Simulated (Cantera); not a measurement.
What does this Cantera script print?

```python
import numpy as np
import cantera as ct

gas = ct.Solution("SiF4_NH3_mec.yaml", "gas")
gas.TPX = 2000, 37000, {'NH3': 1, 'H2': 0.49}
reactor = ct.IdealGasConstPressureReactor(gas, energy="off", clone=False)
net = ct.ReactorNet([reactor])
net.rtol, net.atol = 1e-08, 1e-18
show = ['NH3', 'H2', 'N2H4', 'H', 'N2', 'N2H2']
times = np.geomspace(3e-05, 5, 10)

steps = ct.SolutionArray(gas, extra=["t"])
rows = []
print(f"{'t/s':>10s}{'T/K':>9s}{'P/Pa':>11s}" + "".join(f"{s:>11s}" for s in show))
for t in times:
    while net.time < t:
        t_next = net.step()
        steps.append(gas.state, t=t_next)
    rows.append([np.interp(t, steps.t, y) for y in (steps.T, steps.P, *steps(*show).X.T)])
    print(f"{t:10.3e}{rows[-1][0]:9.1f}{rows[-1][1]:11.4g}" + "".join(f"{x:11.3e}" for x in rows[-1][2:]))
rate = np.gradient(steps.T, steps.t)
print("integrator steps:", len(steps.t))
if steps.T.max() > steps.T[0] + 200:
    print(f"time of steepest temperature rise: {steps.t[rate.argmax()]:.4e} s")
gas.TPX = 2000, 37000, {'NH3': 1, 'H2': 0.49}
gas.equilibrate("TP")
print(f"equilibrium (TP): T = {gas.T:.1f} K  " + "  ".join(f"{s} {gas[s].X[0]:.3e}" for s in show))
```

It prints:

```
       t/s      T/K       P/Pa        NH3         H2       N2H4          H         N2       N2H2
 3.000e-05   2000.0    3.7e+04  6.710e-01  3.289e-01  3.052e-09  2.299e-05  3.215e-08  4.319e-08
 1.141e-04   2000.0    3.7e+04  6.704e-01  3.290e-01  4.022e-08  8.229e-05  1.174e-05  8.766e-07
 4.340e-04   2000.0    3.7e+04  6.678e-01  3.305e-01  1.547e-07  1.625e-04  5.796e-04  4.571e-06
 1.651e-03   2000.0    3.7e+04  6.571e-01  3.380e-01  1.566e-07  1.699e-04  3.790e-03  4.653e-06
 6.280e-03   2000.0    3.7e+04  6.183e-01  3.651e-01  1.441e-07  1.870e-04  1.539e-02  4.243e-06
 2.389e-02   2000.0    3.7e+04  4.968e-01  4.503e-01  1.073e-07  2.474e-04  5.179e-02  3.094e-06
 9.086e-02   2000.0    3.7e+04  2.438e-01  6.277e-01  4.160e-08  4.370e-04  1.276e-01  1.226e-06
 3.456e-01   2000.0    3.7e+04  3.086e-02  7.765e-01  2.562e-09  1.060e-03  1.914e-01  1.084e-07
 1.315e+00   2000.0    3.7e+04  5.584e-04  7.967e-01  4.005e-12  2.379e-03  2.004e-01  2.907e-10
 5.000e+00   2000.0    3.7e+04  8.451e-05  7.970e-01  9.340e-14  2.402e-03  2.005e-01  6.990e-12
integrator steps: 1324
equilibrium (TP): T = 2000.0 K  NH3 2.361e-06  H2 7.970e-01  N2H4 7.350e-17  H 2.403e-03  N2 2.006e-01  N2H2 1.763e-13
```

Cantera simulation using the gas-phase N/H chemistry of the illustrative SiF4/NH3 mechanism in the Surface Chemkin manual (1991); the numbers are that mechanism's predictions, not measurements. Walls and surfaces, which speed up NH3 decomposition in real reactors, are not modelled.
